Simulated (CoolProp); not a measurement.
Computed with CoolProp (reference Helmholtz-energy equation of state, Colonna 2008). It is a short technical equation, of lower accuracy than the large ones.

Q: For dodecamethylcyclohexasiloxane (D6), give the phase and the density (kg/m³), fugacity coefficient at 409 K and 1460 kPa.

A: 
- 409 K and 1460 kPa: liquid; density 851, fugacity coefficient 0.00318
